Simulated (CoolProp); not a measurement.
Vapour-liquid equilibrium of benzene (1) + o-xylene (2) at 230.15 °C; x and y are mole fractions of (1).

The numbers come from the multi-fluid Helmholtz-energy mixture model, Thol 2012 and Zhou 2012; pair parameters Bell 2016 in CoolProp.

```
x      bubble pressure, mixture model (bar)  bubble pressure, Raoult's law (bar)  y, mixture model  y, Raoult's law
-----  ------------------------------------  -----------------------------------  ----------------  ---------------
0.05                                  6.937                                7.159             0.118            0.159
0.125                                 7.960                                8.386             0.275            0.338
0.2                                   9.108                                9.613             0.407            0.472
0.275                                 10.34                                10.84             0.516            0.576
0.35                                  11.63                                12.07             0.603            0.658
0.425                                 12.93                                13.29             0.675            0.726
0.5                                   14.23                                14.52             0.734            0.782
0.575                                 15.51                                15.75             0.784            0.829
0.65                                  16.77                                16.98             0.828            0.869
0.725                                 18.02                                18.20             0.867            0.904
0.8                                   19.27                                19.43             0.903            0.935
0.875                                 20.53                                20.66             0.939            0.962
0.95                                  21.82                                21.88             0.975            0.986
```

The largest gap from Raoult's law is -5.3 % in bubble pressure, at x = 0.2. No azeotrope shows between x = 0.05 and 0.95.

The pair parameters rest on a limited set of measurements; away from them the model extrapolates.
